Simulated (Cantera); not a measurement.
Input: 1 mol FeS, 350 mol H2, 7.2 mol H2O, equilibrated at 2050 K and 133 Pa.

Method: chemical equilibrium by Gibbs-energy minimisation in Cantera with the NASA 1993 tables (ideal gas, pure condensed phases). Candidate condensed phases: Fe, FeO, Fe(OH)2, Fe(OH)3, FeS, FeSO4, FeS2, Fe2O3, Fe2(SO4)3, Fe3O4, H2O, H2SO4, S; 22 gas species. Equilibrium is a limit: real reactors are often held back by kinetics, nucleation or transport.

Base state: H2 0.916, H 0.0595, H2O 0.0192, Fe 0.00270, S 0.00130, SH 0.000826, H2S 0.000187, SO 0.000152 (mole fractions); condensed: gas only.

Q: What changes in the equilibrium state with this change: pressure from 133 Pa to 13300 Pa?

A: 
```
species    before     after
-------  --------  --------
H2          0.916     0.968
H2O        0.0192    0.0200
H          0.0595   0.00611
H2S      0.000187   0.00173
Fe        0.00270   0.00278
SO       0.000152   1.31e-5
S         0.00130  0.000114
OH       0.000136   1.38e-5
```
